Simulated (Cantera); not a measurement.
What does this Cantera script print?

```python
import numpy as np
import cantera as ct

gas = ct.Solution("gri30.yaml")
gas.TPX = 1525, 100000, {'CH4': 1, 'CO2': 0.76, 'H2': 1.8}
reactor = ct.IdealGasConstPressureReactor(gas, energy="off", clone=False)
net = ct.ReactorNet([reactor])
net.rtol, net.atol = 1e-08, 1e-18
show = ['CH4', 'CO2', 'H2', 'HO2', 'C2H2']
times = np.geomspace(0.0006, 2, 13)

steps = ct.SolutionArray(gas, extra=["t"])
rows = []
print(f"{'t/s':>10s}{'T/K':>9s}{'P/Pa':>11s}" + "".join(f"{s:>11s}" for s in show))
for t in times:
    while net.time < t:
        t_next = net.step()
        steps.append(gas.state, t=t_next)
    rows.append([np.interp(t, steps.t, y) for y in (steps.T, steps.P, *steps(*show).X.T)])
    print(f"{t:10.3e}{rows[-1][0]:9.1f}{rows[-1][1]:11.4g}" + "".join(f"{x:11.3e}" for x in rows[-1][2:]))
rate = np.gradient(steps.T, steps.t)
print("integrator steps:", len(steps.t))
if steps.T.max() > steps.T[0] + 200:
    print(f"time of steepest temperature rise: {steps.t[rate.argmax()]:.4e} s")
gas.TPX = 1525, 100000, {'CH4': 1, 'CO2': 0.76, 'H2': 1.8}
gas.equilibrate("TP")
print(f"equilibrium (TP): T = {gas.T:.1f} K  " + "  ".join(f"{s} {gas[s].X[0]:.3e}" for s in show))
```

It prints:

```
       t/s      T/K       P/Pa        CH4        CO2         H2        HO2       C2H2
 6.000e-04   1525.0      1e+05  2.806e-01  2.133e-01  5.055e-01  7.198e-16  2.795e-07
 1.180e-03   1525.0      1e+05  2.804e-01  2.129e-01  5.053e-01  7.753e-16  2.596e-06
 2.319e-03   1525.0      1e+05  2.799e-01  2.122e-01  5.050e-01  8.185e-16  1.894e-05
 4.559e-03   1525.0      1e+05  2.789e-01  2.108e-01  5.043e-01  8.496e-16  1.048e-04
 8.963e-03   1525.0      1e+05  2.770e-01  2.079e-01  5.031e-01  8.911e-16  4.431e-04
 1.762e-02   1525.0      1e+05  2.731e-01  2.023e-01  5.009e-01  9.624e-16  1.488e-03
 3.464e-02   1525.0      1e+05  2.655e-01  1.916e-01  4.971e-01  1.074e-15  4.035e-03
 6.810e-02   1525.0      1e+05  2.515e-01  1.721e-01  4.908e-01  1.213e-15  9.110e-03
 1.339e-01   1525.0      1e+05  2.268e-01  1.398e-01  4.816e-01  1.304e-15  1.807e-02
 2.632e-01   1525.0      1e+05  1.880e-01  9.406e-02  4.723e-01  1.188e-15  3.205e-02
 5.175e-01   1525.0      1e+05  1.386e-01  4.769e-02  4.729e-01  8.333e-16  4.941e-02
 1.017e+00   1525.0      1e+05  9.449e-02  2.320e-02  4.926e-01  5.649e-16  6.338e-02
 2.000e+00   1525.0      1e+05  7.227e-02  1.840e-02  5.158e-01  4.859e-16  6.684e-02
integrator steps: 815
equilibrium (TP): T = 1525.0 K  CH4 3.001e-02  CO2 1.534e-06  H2 6.671e-01  HO2 1.627e-24  C2H2 7.189e-03
```

Model: GRI-Mech 3.0 (53 species, 325 reactions), integrated in Cantera.
